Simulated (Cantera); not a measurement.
What does this Cantera script print?

```python
import numpy as np
import cantera as ct

gas = ct.Solution("gri30.yaml")
gas.TPX = 1225, 500000, {'CH4': 1, 'H2': 0.16, 'O2': 4.24, 'N2': 12}
reactor = ct.IdealGasReactor(gas, energy="on", clone=False)
net = ct.ReactorNet([reactor])
net.rtol, net.atol = 1e-08, 1e-16
show = ['CH4', 'H2', 'O2', 'C2H4', 'H2O2', 'NO2']
times = np.geomspace(5e-06, 4, 15)

steps = ct.SolutionArray(gas, extra=["t"])
rows = []
print(f"{'t/s':>10s}{'T/K':>9s}{'P/Pa':>11s}" + "".join(f"{s:>11s}" for s in show))
for t in times:
    while net.time < t:
        t_next = net.step()
        steps.append(gas.state, t=t_next)
    rows.append([np.interp(t, steps.t, y) for y in (steps.T, steps.P, *steps(*show).X.T)])
    print(f"{t:10.3e}{rows[-1][0]:9.1f}{rows[-1][1]:11.4g}" + "".join(f"{x:11.3e}" for x in rows[-1][2:]))
rate = np.gradient(steps.T, steps.t)
print("integrator steps:", len(steps.t))
if steps.T.max() > steps.T[0] + 200:
    print(f"time of steepest temperature rise: {steps.t[rate.argmax()]:.4e} s")
gas.TPX = 1225, 500000, {'CH4': 1, 'H2': 0.16, 'O2': 4.24, 'N2': 12}
gas.equilibrate("UV")
print(f"equilibrium (UV): T = {gas.T:.1f} K  " + "  ".join(f"{s} {gas[s].X[0]:.3e}" for s in show))
```

Result:

```
       t/s      T/K       P/Pa        CH4         H2         O2       C2H4       H2O2        NO2
 5.000e-06   1225.0      5e+05  5.747e-02  9.195e-03  2.437e-01  1.339e-14  2.241e-10  1.269e-24
 1.320e-05   1225.0      5e+05  5.747e-02  9.195e-03  2.437e-01  3.288e-13  1.488e-09  3.604e-23
 3.486e-05   1225.0      5e+05  5.747e-02  9.195e-03  2.437e-01  8.583e-12  9.240e-09  1.352e-21
 9.203e-05   1225.0      5e+05  5.747e-02  9.195e-03  2.437e-01  3.790e-10  5.512e-08  9.790e-20
 2.430e-04   1225.2  5.001e+05  5.743e-02  9.179e-03  2.436e-01  9.858e-08  5.762e-07  8.009e-17
 6.415e-04   1235.8  5.043e+05  5.620e-02  8.965e-03  2.427e-01  2.327e-05  5.679e-06  1.267e-13
 1.694e-03   2644.7  1.082e+06  9.103e-18  1.201e-03  1.176e-01  5.319e-27  1.245e-06  1.648e-05
 4.472e-03   2625.3  1.074e+06  7.537e-18  1.135e-03  1.129e-01  3.801e-27  1.175e-06  3.489e-05
 1.181e-02   2623.8  1.073e+06  7.425e-18  1.130e-03  1.125e-01  3.702e-27  1.170e-06  3.629e-05
 3.118e-02   2623.8  1.073e+06  7.425e-18  1.130e-03  1.125e-01  3.702e-27  1.170e-06  3.629e-05
 8.231e-02   2623.8  1.073e+06  7.425e-18  1.130e-03  1.125e-01  3.702e-27  1.170e-06  3.629e-05
 2.173e-01   2623.8  1.073e+06  7.425e-18  1.130e-03  1.125e-01  3.702e-27  1.170e-06  3.629e-05
 5.738e-01   2623.8  1.073e+06  7.425e-18  1.130e-03  1.125e-01  3.702e-27  1.170e-06  3.629e-05
 1.515e+00   2623.8  1.073e+06  7.425e-18  1.130e-03  1.125e-01  3.702e-27  1.170e-06  3.629e-05
 4.000e+00   2623.8  1.073e+06  7.425e-18  1.130e-03  1.125e-01  3.702e-27  1.170e-06  3.629e-05
integrator steps: 2124
time of steepest temperature rise: 1.0593e-03 s
equilibrium (UV): T = 2623.8 K  CH4 1.071e-17  H2 1.130e-03  O2 1.125e-01  C2H4 4.630e-27  H2O2 1.170e-06  NO2 3.629e-05
```

Detailed kinetics in Cantera: GRI-Mech 3.0 (53 species, 325 reactions).
